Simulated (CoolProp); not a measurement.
Vapour-liquid equilibrium of propane (1) + R236FA (2) at 0.161 MPa; x and y are mole fractions of (1).

Model: multi-fluid Helmholtz-energy mixture model, Lemmon 2009 and Pan 2012; pair parameters Bell 2016, in CoolProp.

```
x     bubble temperature (K)  y at the bubble point  dew temperature at overall composition x (K)  liquid density (mol/L)
----  ----------------------  ---------------------  --------------------------------------------  ----------------------
0.05                   268.9                  0.450                                         282.0                   9.637
0.2                    248.8                  0.804                                         277.7                   10.30
0.35                   244.2                  0.855                                         272.7                   10.69
0.5                    243.4                  0.864                                         266.8                   11.05
0.65                   243.2                  0.868                                         259.4                   11.47
0.8                    242.6                  0.886                                         249.1                   12.00
0.95                   242.0                  0.952                                         242.0                   12.64
```

No azeotrope shows between x = 0.05 and 0.95.

Pair parameters are fitted to limited data, so mixtures are less certain than the pure fluids. With so large a gap from Raoult's law the liquid may split in two, which this calculation doesn't test in full.
